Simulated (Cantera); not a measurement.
Chlorosilane synthesis and conversion: Si + Cl2 + H2

Charge: 1 mol Si, 3 mol Cl2, a varied amount of H2, equilibrated at 227 °C and 0.100 bar.

Method: chemical equilibrium by Gibbs-energy minimisation in Cantera with the NASA 1993 tables (ideal gas, pure condensed phases). Candidate condensed phases: Si; 19 gas species. Rates play no part.

From 0.72 mol H2 to 6 mol H2 nothing is condensed. The main Si-bearing gas is SiCl4 throughout.

```tsv
n(H2) (mol)	log p HCl	log p H2	log p SiCl4	log p Cl2	log p SiHCl3
0.72	-1.28	<-13	-1.43	-1.99	<-13
0.93	-1.20	<-13	-1.47	-2.62	<-13
1.2	-1.20	-2.20	-1.51	<-13	-8.30
1.6	-1.26	-1.78	-1.56	<-13	-7.88
2.1	-1.31	-1.57	-1.61	<-13	-7.67
2.7	-1.37	-1.44	-1.67	<-13	-7.54
3.5	-1.44	-1.34	-1.74	<-13	-7.44
4.6	-1.52	-1.26	-1.82	<-13	-7.36
6	-1.60	-1.20	-1.90	<-13	-7.30
```
log p: log10 of the partial pressure in bar; nothing condenses.
